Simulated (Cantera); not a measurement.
NO annealing gas

An isothermal, constant-pressure homogeneous reactor starts with 31.2 % NO, 68.8 % N₂, at 1748 K and 0.888 atm.

Model: GRI-Mech 3.0 (53 species, 325 reactions), integrated in Cantera.

| t (s) | x NO | x O | x N₂ | x N₂O | x NO₂ |
|---|---|---|---|---|---|
| 1.00e-6 | 0.312 | 1.24e-8 | 0.688 | 1.26e-8 | 2.12e-10 |
| 9.56e-6 | 0.312 | 1.03e-7 | 0.688 | 1.20e-7 | 1.76e-8 |
| 9.15e-5 | 0.312 | 3.81e-7 | 0.688 | 1.13e-6 | 7.86e-7 |
| 0.000875 | 0.312 | 9.15e-7 | 0.688 | 9.63e-6 | 1.13e-5 |
| 0.00837 | 0.312 | 4.31e-6 | 0.688 | 3.69e-5 | 9.07e-5 |
| 0.0800 | 0.310 | 5.30e-6 | 0.689 | 3.92e-5 | 0.000114 |
| 0.765 | 0.293 | 8.90e-6 | 0.697 | 3.48e-5 | 0.000187 |
| 7.32 | 0.186 | 2.00e-5 | 0.751 | 1.37e-5 | 0.000273 |
| 70.0 | 0.0256 | 2.95e-5 | 0.831 | 4.17e-7 | 5.62e-5 |
x: mole fraction; the columns are a selection and need not sum to one.

Equilibrium at this temperature and pressure: NO 0.00309, O 3.06e-5, N₂ 0.842, N₂O 1.75e-7, NO₂ 7.04e-6 (gas phase only).
